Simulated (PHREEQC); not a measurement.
Make-up at 25 °C: 0.19 mol FeSO4 per kg of water. Closed to the air; pH follows from the charge balance.

Equilibrium calculation in PHREEQC: ion-association model, wateq4f.dat.

```json
{
 "pH": "5.83",
 "ionic_strength": "0.387 mol/kgw"
}
```

| species | molality | activity | log γ |
|---|---|---|---|
| SO4-2 | 0.0968 | 0.0220 | -0.643 |
| Fe+2 | 0.0968 | 0.0260 | -0.570 |
| FeSO4 | 0.0932 | 0.102 | 0.039 |
| FeOH+ | 7.92e-6 | 5.52e-6 | -0.157 |
| HSO4- | 4.65e-6 | 3.18e-6 | -0.165 |
| H+ | 1.92e-6 | 1.48e-6 | -0.112 |
| FeHSO4+ | 1.36e-6 | 9.95e-7 | -0.136 |
| OH- | 1.03e-8 | 6.71e-9 | -0.185 |

Precipitation was switched off in this run.
